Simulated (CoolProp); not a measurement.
Hydrogen chloride along the isotherm -44.55 °C: Z from the reference equation and from simpler models built on Tc = 51.5 °C, pc = 8.314 MPa, ω = 0.130; each cubic takes its own stable root.

Values from CoolProp's reference Helmholtz-energy equation of state, Thol 2018.

| p (MPa) | phase | reference |
|---|---|---|
| 0.0394 | gas | 0.9944 |
| 0.0637 | gas | 0.9909 |
| 0.103 | gas | 0.9852 |
| 0.166 | gas | 0.9759 |
| 0.269 | gas | 0.9604 |
| 0.434 | gas | 0.9344 |
| 0.701 | liquid | 0.01248 |
| 1.13 | liquid | 0.02010 |
| 1.83 | liquid | 0.03250 |
| 2.96 | liquid | 0.05246 |
| 4.78 | liquid | 0.08441 |
| 7.72 | liquid | 0.1356 |
| 12.5 | liquid | 0.2177 |

Question: How far does each simpler model (Redlich-Kwong, Soave-Redlich-Kwong) lie from the reference over these 13 states: mean and median of the absolute difference, and the worst?

Answer: 
- Redlich-Kwong: mean 565.9 %, median 15.4 %, worst +7256.6 % at -44.55 °C and 0.701 MPa
- Soave-Redlich-Kwong: mean 8.0 %, median 14.0 %, worst +14.6 % at -44.55 °C and 0.701 MPa

At some of these states Redlich-Kwong gives the other phase, because its saturation line lies elsewhere.
